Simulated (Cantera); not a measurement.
Cantera run, input and output.

```python
import numpy as np
import cantera as ct

gas = ct.Solution("h2o2.yaml")
gas.TPX = 548, 210000, {'H2': 1, 'O2': 0.312, 'N2': 1.34, 'H2O': 0.059}
inlet = ct.Reservoir(gas, clone=True)
gas.equilibrate("HP")  # start burning
reactor = ct.IdealGasConstPressureReactor(gas, energy="on", clone=False)
exhaust = ct.Reservoir(gas, clone=True)
tau = [0.35, 0.16, 0.069, 0.03, 0.013, 0.0059, 0.0026, 0.0011, 0.0005, 0.00022, 9.8e-05, 4.3e-05, 1.9e-05][0]
for a, b in ((inlet, reactor), (reactor, exhaust)):
    ct.MassFlowController(a, b, mdot=lambda t: reactor.mass / tau)
net = ct.ReactorNet([reactor])
show = ['H2', 'O2', 'H2O', 'H2O2', 'H', 'O']

rows = []
print(f"{'tau/s':>10s}{'T/K':>9s}" + "".join(f"{s:>11s}" for s in show))
for tau in [0.35, 0.16, 0.069, 0.03, 0.013, 0.0059, 0.0026, 0.0011, 0.0005, 0.00022, 9.8e-05, 4.3e-05, 1.9e-05]:
    net.initial_time = 0.0
    net.advance(30 * tau)
    before = gas.X
    net.advance(40 * tau)
    drift = np.max(np.abs(gas.X - before) / (gas.X + 1e-9))
    rows.append([gas.T, *gas[show].X, drift])
    print(f"{tau:10.3e}{gas.T:9.1f}" + "".join(f"{x:11.3e}" for x in gas[show].X))
```

It prints:

```
     tau/s      T/K         H2         O2        H2O       H2O2          H          O
 3.500e-01   2248.9  1.557e-01  8.904e-06  2.837e-01  3.903e-09  2.221e-03  5.968e-06
 1.600e-01   2247.4  1.556e-01  1.416e-05  2.836e-01  4.776e-09  2.415e-03  7.069e-06
 6.900e-02   2244.2  1.555e-01  2.485e-05  2.834e-01  6.784e-09  2.831e-03  9.720e-06
 3.000e-02   2238.2  1.552e-01  4.382e-05  2.830e-01  1.097e-08  3.597e-03  1.568e-05
 1.300e-02   2227.9  1.546e-01  7.685e-05  2.823e-01  1.930e-08  4.902e-03  2.899e-05
 5.900e-03   2212.8  1.538e-01  1.307e-04  2.813e-01  3.352e-08  6.823e-03  5.565e-05
 2.600e-03   2189.4  1.526e-01  2.293e-04  2.798e-01  5.805e-08  9.773e-03  1.124e-04
 1.100e-03   2153.1  1.509e-01  4.192e-04  2.775e-01  9.950e-08  1.428e-02  2.333e-04
 5.000e-04   2105.8  1.487e-01  7.344e-04  2.745e-01  1.600e-07  2.006e-02  4.430e-04
 2.200e-04   2038.1  1.459e-01  1.316e-03  2.702e-01  2.647e-07  2.815e-02  8.214e-04
 9.800e-05   1949.8  1.428e-01  2.324e-03  2.646e-01  4.488e-07  3.837e-02  1.405e-03
 4.300e-05   1836.6  1.399e-01  4.151e-03  2.571e-01  8.019e-07  5.072e-02  2.210e-03
 1.900e-05   1702.0  1.399e-01  7.689e-03  2.465e-01  1.451e-06  6.302e-02  3.113e-03
```

Model: the H2/O2 subset of GRI-Mech 3.0, which has no nitrogen chemistry, integrated in Cantera. The hydrogen kinetics of GRI-Mech 3.0 are dated; newer H2 mechanisms differ, most at raised pressure.
